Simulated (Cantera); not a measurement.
An isothermal, constant-pressure homogeneous reactor starts with 5.66 % H₂, 4.72 % O₂, 89.6 % N₂, at 1025 K and 13300 Pa.

Computed with Cantera and the H2/O2 subset of GRI-Mech 3.0, which has no nitrogen chemistry. Radical loss at walls, strong at low pressure, is not modelled. The temperature is held fixed by assumption; the heat of reaction is taken as removed at once.

One state of this run: x H₂ = 1.82e-9; x O₂ = 0.0194; x H₂O = 0.0583; x HO₂ = 1.76e-10; x O = 1.26e-9. x: mole fraction; the columns are a selection and need not sum to one.

Task: Which value of t (s) does it belong to?
A) 30.0
B) 0.00198
C) 8.00e-5
D) 1.21

Result: A, 30.0
